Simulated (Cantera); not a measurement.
# Adiabatic ignition

An adiabatic, constant-volume homogeneous reactor starts with C3H8 : O2 : N2 : H2O = 1 : 2.17 : 8.17 : 0.67 (molar parts), at 1173 K and 0.290 bar.

Model: GRI-Mech 3.0 (53 species, 325 reactions), integrated in Cantera. GRI-Mech 3.0 was tuned for natural gas; its chemistry of propane as a main component is partial and can be far from experiment.

```csv
t (s),T (K),P (bar),x C3H8,x O2,x H2O,x CH4,x HO2,x C2H6,x O
3.00e-6,1173,0.290,0.0833,0.181,0.0558,1.31e-9,5.69e-8,2.03e-11,3.14e-10
8.42e-6,1173,0.290,0.0833,0.181,0.0558,1.07e-8,3.65e-7,1.82e-10,1.02e-9
2.36e-5,1173,0.290,0.0833,0.181,0.0558,9.11e-8,1.84e-6,2.36e-9,1.78e-9
6.62e-5,1173,0.290,0.0832,0.181,0.0558,7.84e-7,6.50e-6,4.85e-8,2.42e-9
0.000186,1173,0.290,0.0832,0.181,0.0558,6.73e-6,1.55e-5,1.20e-6,5.10e-9
0.000521,1172,0.290,0.0830,0.181,0.0558,5.51e-5,1.34e-5,2.68e-5,9.95e-9
0.00146,1172,0.290,0.0822,0.180,0.0560,0.000265,1.14e-5,0.000183,1.12e-8
0.00410,1172,0.291,0.0798,0.179,0.0566,0.000919,1.38e-5,0.000640,1.52e-8
0.0115,1177,0.294,0.0714,0.175,0.0591,0.00332,2.53e-5,0.00196,3.74e-8
0.0323,2397,0.785,<1e-12,5.70e-6,0.108,3.05e-11,3.97e-9,<1e-12,2.31e-5
0.0906,2398,0.785,<1e-12,5.76e-6,0.108,2.90e-11,4.02e-9,<1e-12,2.33e-5
0.254,2398,0.785,<1e-12,5.76e-6,0.108,2.89e-11,4.02e-9,<1e-12,2.33e-5
0.713,2398,0.785,<1e-12,5.76e-6,0.108,2.89e-11,4.02e-9,<1e-12,2.33e-5
2.00,2398,0.785,<1e-12,5.76e-6,0.108,2.89e-11,4.02e-9,<1e-12,2.33e-5
```
x: mole fraction; the columns are a selection and need not sum to one.

- time of steepest temperature rise: 20.2 ms
- temperature at 2.00 s: 2398 K
- equilibrium temperature: 2398 K
- x(C3H8) at 2.00 s: <1e-12 (gas-phase equilibrium <1e-12)
- x(O2) at 2.00 s: 5.76e-6 (gas-phase equilibrium 5.76e-6)
- x(H2O) at 2.00 s: 0.108 (gas-phase equilibrium 0.108)
